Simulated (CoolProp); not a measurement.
Vapour-liquid equilibrium of acetone (1) + methanol (2) at 0.375 MPa; x and y are mole fractions of (1).

The numbers come from the multi-fluid Helmholtz-energy mixture model, Lemmon 2006 and de Reuck 1993; pair parameters Bell 2016 in CoolProp.

| x | bubble temperature, mixture model (K) | bubble temperature, Raoult's law (K) | y, mixture model | y, Raoult's law |
|---|---|---|---|---|
| 0.05 | 374.0 | 374.9 | 0.076 | 0.052 |
| 0.125 | 372.8 | 374.8 | 0.172 | 0.130 |
| 0.2 | 371.8 | 374.7 | 0.253 | 0.207 |
| 0.275 | 371.2 | 374.6 | 0.324 | 0.284 |
| 0.35 | 370.7 | 374.5 | 0.389 | 0.360 |
| 0.425 | 370.4 | 374.4 | 0.450 | 0.436 |
| 0.5 | 370.2 | 374.3 | 0.510 | 0.511 |
| 0.575 | 370.2 | 374.2 | 0.570 | 0.586 |
| 0.65 | 370.3 | 374.1 | 0.633 | 0.660 |
| 0.725 | 370.6 | 373.9 | 0.698 | 0.734 |
| 0.8 | 371.0 | 373.8 | 0.769 | 0.807 |
| 0.875 | 371.7 | 373.7 | 0.847 | 0.880 |
| 0.95 | 372.6 | 373.5 | 0.934 | 0.952 |

The largest gap from Raoult's law is -4.1 K in bubble temperature, at x = 0.5. y crosses x between x = 0.5 and 0.575: the model has an azeotrope there.

Pair parameters are fitted to limited data, so mixtures are less certain than the pure fluids.
